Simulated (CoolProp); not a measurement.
Saturated liquid density (kg/m³) of acetone: the reference equation beside estimates from Tc = 508.1 K, pc = 4.692 MPa, ω = 0.307. Rackett uses Z = 0.29056 − 0.08775 ω.

Values from CoolProp's reference Helmholtz-energy equation of state, Lemmon 2006. It is a short technical equation, of lower accuracy than the large ones.

| T (K) | reference | Rackett | van der Waals | Redlich-Kwong | Soave-Redlich-Kwong | Peng-Robinson |
|---|---|---|---|---|---|---|
| 305 | 776.9 | 682.7 | 397.6 | 585.2 | 607.7 | 685.6 |
| 311.2 | 769.9 | 676.6 | 394.2 | 579.5 | 602.5 | 680.1 |
| 317.5 | 762.7 | 670.2 | 390.8 | 573.5 | 597.1 | 674.2 |
| 323.8 | 755.3 | 663.8 | 387.3 | 567.3 | 591.5 | 668.2 |
| 330 | 748.0 | 657.4 | 383.7 | 561.1 | 585.9 | 662.1 |
| 336.3 | 740.5 | 650.8 | 380.0 | 554.7 | 579.9 | 655.7 |
| 342.6 | 732.9 | 644.1 | 376.3 | 548.1 | 573.8 | 649.0 |
| 348.8 | 725.2 | 637.3 | 372.5 | 541.4 | 567.6 | 642.2 |
| 355.1 | 717.3 | 630.4 | 368.6 | 534.5 | 561.1 | 635.1 |

Absolute difference from the reference over all 9 rows, mean and median: Rackett 12.1 and 12.1 %, van der Waals 48.7 and 48.7 %, Redlich-Kwong 25.0 and 25.0 %, Soave-Redlich-Kwong 21.7 and 21.7 %, Peng-Robinson 11.5 and 11.5 %.
